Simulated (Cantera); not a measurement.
What does this Cantera script print?

```python
import numpy as np
import cantera as ct

gas_names = [...]  # 151 gases of nasa_gas.yaml made of C, H, N, O, Si
cond_names = """
    C(gr) C6H6(L) C7H8(L) C8H18(L),n-octa H2O(s) H2O(L) Si(cr) Si(L) SiC(b) SiO2(Lqz) SiO2(hqz) SiO2(L)
    Si2N2O(s) Si3N4(a)
""".split()


# ... load() reads the species with a 1 bar reference pressure and builds the phases ...
atoms = {
    'TEOS': {'Si': 1, 'C': 8, 'H': 20, 'O': 4},
    'O3': {'O': 3},
    'N2': {'N': 2},
}
top_T = {'C(gr)': 4500, 'SiC(b)': 3050, 'Si2N2O(s)': 2100, 'Si3N4(a)': 2400}  # K; cautious upper limits of use, not melting points


# ... equilibrate(T, P, feed) seeds the gas with the atoms and calls Mixture.equilibrate('TP', solver="vcs", rtol=1e-11, max_steps=5000) ...
results = []
feed = {'TEOS': 1, 'O3': 0.89, 'N2': 11}  # mol
T = 975  # K
P = 250  # Pa
mix = equilibrate(T, P, feed)
results.append((T, P, feed, dict(zip(mix.species_names, mix.species_moles))))
print(gas.report(threshold=0.001))
for i in range(1, mix.n_phases):
    print(f"{mix.phase(i).name:16s} {mix.phase_moles(i):12.5e} mol")
```

It prints:

```
       temperature   975 K
          pressure   250 Pa
           density   0.00055165 kg/m^3
  mean mol. weight   17.888 kg/kmol
   phase of matter   gas

                          1 kg             1 kmol
                     ---------------   ---------------
          enthalpy             14938         2.672e+05  J
   internal energy       -4.3825e+05       -7.8394e+06  J
           entropy             14697        2.6289e+05  J/K
    Gibbs function       -1.4314e+07       -2.5606e+08  J
 heat capacity c_p              1773             31715  J/K
 heat capacity c_v            1308.1             23400  J/K

                      mass frac. Y      mole frac. X     chem. pot. / RT
                     ---------------   ---------------   ---------------
                CO           0.28452            0.1817           -46.866
                H2          0.043891           0.38945           -24.377
                N2           0.67124           0.42861           -31.635
     [ +148 minor]        0.00034723        0.00023493

C(gr)             3.33350e+00 mol
Si(cr)            0.00000e+00 mol
SiC(b)            0.00000e+00 mol
SiO2(hqz)         1.00000e+00 mol
Si2N2O(s)         0.00000e+00 mol
Si3N4(a)          0.00000e+00 mol
```

Method: chemical equilibrium by Gibbs-energy minimisation in Cantera with the NASA 1993 tables (ideal gas, pure condensed phases). The feed counts by its element totals alone.
